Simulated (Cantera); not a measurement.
Cantera run:

```python
import numpy as np
import cantera as ct

gas_names = [...]  # 92 gases of nasa_gas.yaml made of C, H, N
cond_names = """
    C(gr) C6H6(L) C7H8(L) C8H18(L),n-octa
""".split()


# ... load() reads the species with a 1 bar reference pressure and builds the phases ...
atoms = {
    'C2H4': {'C': 2, 'H': 4},
    'NH3': {'N': 1, 'H': 3},
}
top_T = {'C(gr)': 4500}  # K; cautious upper limits of use, not melting points


# ... equilibrate(T, P, feed) seeds the gas with the atoms and calls Mixture.equilibrate('TP', solver="vcs", rtol=1e-11, max_steps=5000) ...
results = []
feed = {'C2H4': 1, 'NH3': 0.94}  # mol
P = 10000  # Pa
for T in [1523, 1623, 1723, 1823, 1923, 2023, 2123, 2223, 2323]:
    mix = equilibrate(T, P, feed)
    results.append((T, P, feed, dict(zip(mix.species_names, mix.species_moles))))
    x = sorted(zip(gas.X, gas.species_names), reverse=True)
    print(f"T = {T:g} K  P = {P:g} Pa  gas = {mix.phase_moles(0):.4g} mol")
    print("   x: " + "  ".join(f"{s} {v:.3e}" for v, s in x if v > 0.0001))
    print("   condensed (mol): " + ("  ".join(f"{mix.phase(i).name} {mix.phase_moles(i):.4g}"
          for i in range(1, mix.n_phases) if mix.phase_moles(i) > 1e-12) or "none"))
```

It prints:

```
T = 1523 K  P = 10000 Pa  gas = 3.879 mol
   x: H2 8.784e-01  N2 1.209e-01  HCN 4.043e-04  CH4 1.777e-04
   condensed (mol): C(gr) 1.998
T = 1623 K  P = 10000 Pa  gas = 3.88 mol
   x: H2 8.781e-01  N2 1.207e-01  HCN 7.669e-04  H 2.048e-04  CH4 1.143e-04
   condensed (mol): C(gr) 1.996
T = 1723 K  P = 10000 Pa  gas = 3.881 mol
   x: H2 8.775e-01  N2 1.204e-01  HCN 1.348e-03  H 5.402e-04
   condensed (mol): C(gr) 1.994
T = 1823 K  P = 10000 Pa  gas = 3.882 mol
   x: H2 8.763e-01  N2 1.199e-01  HCN 2.223e-03  H 1.283e-03  C2H2,acetylene 1.852e-04
   condensed (mol): C(gr) 1.989
T = 1923 K  P = 10000 Pa  gas = 3.885 mol
   x: H2 8.740e-01  N2 1.191e-01  HCN 3.471e-03  H 2.785e-03  C2H2,acetylene 3.945e-04  HNC 1.706e-04
   condensed (mol): C(gr) 1.983
T = 2023 K  P = 10000 Pa  gas = 3.891 mol
   x: H2 8.700e-01  N2 1.181e-01  H 5.602e-03  HCN 5.168e-03  C2H2,acetylene 7.772e-04  HNC 3.061e-04
   condensed (mol): C(gr) 1.973
T = 2123 K  P = 10000 Pa  gas = 3.9 mol
   x: H2 8.635e-01  N2 1.165e-01  H 1.054e-02  HCN 7.379e-03  C2H2,acetylene 1.430e-03  HNC 5.173e-04
   condensed (mol): C(gr) 1.958
T = 2223 K  P = 10000 Pa  gas = 3.917 mol
   x: H2 8.533e-01  N2 1.145e-01  H 1.871e-02  HCN 1.014e-02  C2H2,acetylene 2.476e-03  HNC 8.288e-04
   condensed (mol): C(gr) 1.937
T = 2323 K  P = 10000 Pa  gas = 3.942 mol
   x: H2 8.378e-01  N2 1.119e-01  H 3.152e-02  HCN 1.345e-02  C2H2,acetylene 4.056e-03  HNC 1.265e-03
   condensed (mol): C(gr) 1.91
```

These are equilibrium values from Cantera (NASA tables, ideal gas, pure condensed phases), not measurements of a reactor.
